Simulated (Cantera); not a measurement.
Charge: 1 mol CuO, 29 mol H2, 0.86 mol N2, equilibrated at 2023.15 K and 1000 Pa.

Cantera equilibrium calculation (NASA polynomials, part measured and part estimated; ideal gas, pure solids and liquids). Candidate condensed phases: Cu, CuO, Cu(OH)2, Cu2O, H2O; 27 gas species. Kinetics and transport are ignored.

Task: What is the equilibrium state?

Result: 
* **x(H2)**: 0.890
* **x(Cu)**: 0.0321
* **x(H2O)**: 0.0320
* **x(N2)**: 0.0276
* **x(H)**: 0.0179
* **x(OH)**: 6.73e-5
* **x(Cu2)**: 8.64e-6
* **gas amount**: 31.14 mol
* **log10 activity of Cu(l) (absent)**: -1.22
